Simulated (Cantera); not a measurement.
Stirred combustor or abatement burner

A perfectly stirred reactor is fed with CH4 : O2 : N2 = 1 : 3.17 : 11.9 (molar parts), at 16.0 bar; it is adiabatic with a 750 K inlet, and is followed from long to short residence time, starting on the burning branch (τ in s: 0.18, 0.061, 0.021, 0.0072, 0.0025, 0.00085, 0.00029, 0.0001, 3.4e-05).

Detailed kinetics in Cantera: GRI-Mech 3.0 (53 species, 325 reactions). The pressure lies above the range GRI-Mech 3.0 was tuned for (to about 10 atm).

```csv
τ (s),T (K),x CH4,x O2,x C2H4,x C2H,x NO,x HCN,x CO
0.18,2075,3.49e-7,0.0716,2.82e-12,<1e-12,0.00187,2.85e-8,0.000147
0.061,2077,1.01e-6,0.0721,2.34e-11,<1e-12,0.000871,3.82e-8,0.000162
0.021,2077,2.85e-6,0.0724,1.85e-10,<1e-12,0.000361,4.46e-8,0.000198
0.0072,2077,7.90e-6,0.0725,1.38e-9,2.51e-12,0.000147,5.01e-8,0.000297
0.0025,2074,2.04e-5,0.0727,8.58e-9,1.55e-11,6.83e-5,5.88e-8,0.000547
0.00085,2067,4.92e-5,0.0730,4.34e-8,7.70e-11,3.84e-5,7.74e-8,0.00115
0.00029,2053,0.000112,0.0737,1.76e-7,2.94e-10,2.59e-5,1.14e-7,0.00247
0.00010,2023,0.000258,0.0754,6.59e-7,9.42e-10,1.77e-5,1.77e-7,0.00534
3.4e-5,1950,0.000769,0.0804,3.87e-6,3.20e-9,8.65e-6,2.80e-7,0.0126
```
x: mole fraction; the columns are a selection and need not sum to one.
